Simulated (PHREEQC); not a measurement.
Make-up at 25 °C: 0.66 mol HF, 0.00035 mol NH4HF2 and 0.00027 mol H2SO4 per kg of water. Closed to the air; pH follows from the charge balance.

All values are PHREEQC results (ion-association model, phreeqc.dat), not measurements.

This is a speciation only: nothing precipitates in the calculation.

Question: Order these F species by the share of F that they hold, largest first: HF, F-, HF2-.

Answer: HF (89 %), HF2- (9.0 %), F- (2.0 %)

The pH is 1.44 and the ionic strength 0.0432 mol/kgw.
